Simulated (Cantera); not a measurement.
Cantera with NASA thermochemical tables; ideal gases at 1 bar, condensed phases pure. Values are per mole of reaction as written; species without (g) are pure solids or liquids, kept so even where they would boil at 1 bar.

3 H₂(g) + N₂(g) = 2 NH₃(g)

| T (K) | ΔH° (kJ) | ΔS° (J/K) | ΔG° (kJ) | log10 K |
|---|---|---|---|---|
| 723 | (withheld) | (withheld) | (withheld) | (withheld) |
| 923 | -109.3 | -233.2 | 105.9 | -5.99 |
| 1123 | -111.4 | -235.2 | 152.7 | -7.10 |
| 1323 | (withheld) | (withheld) | (withheld) | (withheld) |
| 1523 | -112.8 | -236.3 | 247.1 | -8.48 |

Problem. Complete the blanks.

Solution. 
- 723, ΔH° (kJ): -105.9
- 723, ΔS° (J/K): -228.9
- 723, ΔG° (kJ): 59.6
- 723, log10 K: -4.31
- 1323, ΔH° (kJ): -112.5
- 1323, ΔS° (J/K): -236.1
- 1323, ΔG° (kJ): 199.9
- 1323, log10 K: -7.89
